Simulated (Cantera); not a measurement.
An adiabatic, constant-pressure homogeneous reactor starts with C3H8 : O2 : N2 = 1 : 4.55 : 54.5 (molar parts), equivalence ratio 1.1, at 1350 K and 31000 Pa.

Model: GRI-Mech 3.0 (53 species, 325 reactions), integrated in Cantera. GRI-Mech 3.0 was tuned for natural gas; its chemistry of propane as a main component is partial and can be far from experiment.

Q: Predict: time of steepest temperature rise; temperature at 0.800 s; equilibrium temperature; x(O2) at 0.800 s; x(CO2) at 0.800 s; x(OH) at 0.800 s.

A: 
| Item | Result |
|---|---|
| time of steepest temperature rise | 1.71 ms |
| temperature at 0.800 s | 2123 K |
| equilibrium temperature | 2122 K |
| x(O2) at 0.800 s | 0.000368 (gas-phase equilibrium 0.000359) |
| x(CO2) at 0.800 s | 0.0367 (gas-phase equilibrium 0.0367) |
| x(OH) at 0.800 s | 0.000771 (gas-phase equilibrium 0.000763) |
